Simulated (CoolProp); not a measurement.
Vapour-liquid equilibrium of carbon dioxide (1) + CH2F2 (R32) (2) at -32.35 °C; x and y are mole fractions of (1).

The numbers come from the multi-fluid Helmholtz-energy mixture model, Span 1996 and Tillner-Roth 1997; pair parameters Bell 2016 in CoolProp.

| x | bubble pressure (kPa) | y at the bubble point | dew pressure at overall composition x (kPa) | liquid density (mol/L) |
|---|---|---|---|---|
| 0.05 | 302.0 | 0.208 | 259.1 | 22.34 |
| 0.125 | 383.7 | 0.414 | 277.9 | 22.48 |
| 0.2 | 465.5 | 0.549 | 299.6 | 22.63 |
| 0.275 | 546.9 | 0.645 | 324.7 | 22.79 |
| 0.35 | 627.7 | 0.716 | 354.2 | 22.96 |
| 0.425 | 707.6 | 0.772 | 389.5 | 23.13 |
| 0.5 | 786.7 | 0.816 | 432.3 | 23.31 |
| 0.575 | 865.1 | 0.854 | 485.3 | 23.49 |
| 0.65 | 943.1 | 0.886 | 552.3 | 23.69 |
| 0.725 | 1021 | 0.914 | 639.5 | 23.88 |
| 0.8 | 1100 | 0.939 | 756.1 | 24.09 |
| 0.875 | 1180 | 0.963 | 915.9 | 24.30 |
| 0.95 | 1262 | 0.985 | 1135 | 24.52 |

No azeotrope shows between x = 0.05 and 0.95.

The pair parameters rest on a limited set of measurements; away from them the model extrapolates.
